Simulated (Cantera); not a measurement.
A Cantera script and what it prints.

```python
import numpy as np
import cantera as ct

gas_names = """
    NO N2 VO2 O3
""".split()
cond_names = """
    V(cr) V(L)
""".split()


# ... load() reads the species with a 1 bar reference pressure and builds the phases ...
species = {s.name: s for s in load("nasa_gas.yaml", gas_names) + load("nasa_condensed.yaml", cond_names)}
# Each term lists the table entries of one substance; the one whose range holds T is used.
reactions = {
    'V + 2 NO(g) = N2(g) + VO2(g)':
        [(-1, ['V(cr)', 'V(L)']), (-2, ['NO']), (1, ['N2']), (1, ['VO2'])],
    '2 O3(g) + 3 V = 3 VO2(g)':
        [(-2, ['O3']), (-3, ['V(cr)', 'V(L)']), (3, ['VO2'])],
}


def pick(names, T):
    return next(species[n] for n in names if species[n].thermo.min_temp <= T <= species[n].thermo.max_temp)


results = []
for label, terms in reactions.items():
    print(label)
    print("     T/K   dH/kJ  dS/(J/K)   dG/kJ   log10 K")
    for T in [300, 1275, 1350, 1425, 1500, 1575, 1650, 1725, 1800, 1875]:
        used = [(nu, pick(names, T)) for nu, names in terms]
        dH = sum(nu * s.thermo.h(T) for nu, s in used) / 1e6
        dS = sum(nu * s.thermo.s(T) for nu, s in used) / 1e3
        dG = dH - T * dS / 1e3
        logK = -dG * 1e6 / (ct.gas_constant * T * np.log(10))
        results.append((label, T, dH, dS, dG, logK, [s.name for _, s in used]))
        print(f"{T:8g} {dH:8.1f} {dS:8.1f} {dG:8.1f} {logK:8.2f}")
```

Output:

```
V + 2 NO(g) = N2(g) + VO2(g)
     T/K   dH/kJ  dS/(J/K)   dG/kJ   log10 K
     300   -415.2      6.4   -417.1    72.62
    1275   -424.2     -6.8   -415.5    17.02
    1350   -425.1     -7.5   -415.0    16.06
    1425   -426.1     -8.3   -414.4    15.19
    1500   -427.2     -9.0   -413.7    14.41
    1575   -428.3     -9.7   -413.0    13.70
    1650   -429.5    -10.4   -412.3    13.05
    1725   -430.7    -11.2   -411.5    12.46
    1800   -432.0    -11.9   -410.6    11.91
    1875   -433.4    -12.7   -409.7    11.41
2 O3(g) + 3 V = 3 VO2(g)
     T/K   dH/kJ  dS/(J/K)   dG/kJ   log10 K
     300   -981.5    230.9  -1050.8   182.96
    1275  -1011.1    189.9  -1253.3    51.34
    1350  -1014.3    187.5  -1267.4    49.04
    1425  -1017.7    185.1  -1281.4    46.97
    1500  -1021.3    182.6  -1295.2    45.10
    1575  -1025.3    180.0  -1308.8    43.40
    1650  -1029.6    177.3  -1322.2    41.86
    1725  -1034.3    174.5  -1335.4    40.44
    1800  -1039.4    171.6  -1348.3    39.13
    1875  -1044.9    168.6  -1361.1    37.92
```

Standard-state values (1 bar) from the NASA 1993 polynomials, evaluated with Cantera. Condensed species are held in their standard states even where they would react or evaporate.
